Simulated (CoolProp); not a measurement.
Vapour-liquid equilibrium of CHF3 (R23) (1) + C2F6 (R116) (2) at -3.35 °C; x and y are mole fractions of (1).

Model: multi-fluid Helmholtz-energy mixture model, Penoncello 2003 and Lemmon 2006; pair parameters Bell 2016, in CoolProp.

| x | bubble pressure, mixture model (bar) | bubble pressure, Raoult's law (bar) | y, mixture model | y, Raoult's law |
|---|---|---|---|---|
| 0.05 | 18.41 | 17.16 | 0.094 | 0.066 |
| 0.2 | 21.97 | 18.04 | 0.289 | 0.252 |
| 0.35 | 24.29 | 18.93 | 0.424 | 0.421 |
| 0.5 | 25.64 | 19.81 | 0.539 | 0.574 |
| 0.65 | 26.08 | 20.70 | 0.649 | 0.715 |
| 0.8 | 25.55 | 21.58 | 0.769 | 0.844 |
| 0.95 | 23.76 | 22.47 | 0.928 | 0.962 |

The largest gap from Raoult's law is +29.4 % in bubble pressure, at x = 0.5. y crosses x between x = 0.5 and 0.65: the model has an azeotrope there.

The pair parameters rest on a limited set of measurements; away from them the model extrapolates.
